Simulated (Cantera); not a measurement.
Input (Python, Cantera) and output of one run.

```python
import numpy as np
import cantera as ct

gas_names = """
    B BF BF2 BF3 BN B2 F F2 N NF NF2 NF3 N2
""".split()
cond_names = """
    B(b) B(L) BN(s)
""".split()


# ... load() reads the species with a 1 bar reference pressure and builds the phases ...
atoms = {
    'BN': {'B': 1, 'N': 1},
    'F2': {'F': 2},
    'N2': {'N': 2},
}
top_T = {'BN(s)': 3200}  # K; cautious upper limits of use, not melting points


# ... equilibrate(T, P, feed) seeds the gas with the atoms and calls Mixture.equilibrate('TP', solver="vcs", rtol=1e-11, max_steps=5000) ...
results = []
feed = {'BN': 1, 'F2': 1.6, 'N2': 2.9}  # mol
T = 973  # K
P = 10000  # Pa
mix = equilibrate(T, P, feed)
results.append((T, P, feed, dict(zip(mix.species_names, mix.species_moles))))
print(gas.report(threshold=0.001))
for i in range(1, mix.n_phases):
    print(f"{mix.phase(i).name:16s} {mix.phase_moles(i):12.5e} mol")
```

It prints:

```
       temperature   973 K
          pressure   10000 Pa
           density   0.045293 kg/m^3
  mean mol. weight   36.642 kg/kmol
   phase of matter   gas

                          1 kg             1 kmol
                     ---------------   ---------------
          enthalpy       -6.0507e+06       -2.2171e+08  J
   internal energy       -6.2714e+06        -2.298e+08  J
           entropy            7474.7        2.7389e+05  J/K
    Gibbs function       -1.3324e+07        -4.882e+08  J
 heat capacity c_p            1139.3             41746  J/K
 heat capacity c_v            912.38             33431  J/K

                      mass frac. Y      mole frac. X     chem. pot. / RT
                     ---------------   ---------------   ---------------
               BF3           0.40638           0.21961           -178.35
                 F          0.012257           0.02364           -16.636
                F2          0.010431          0.010059           -33.272
                N2           0.57083           0.74664           -27.386
     [   +9 minor]        0.00010612        5.4793e-05

B(b)              0.00000e+00 mol
BN(s)             0.00000e+00 mol
```

These are equilibrium values from Cantera (NASA tables, ideal gas, pure condensed phases), not measurements of a reactor.
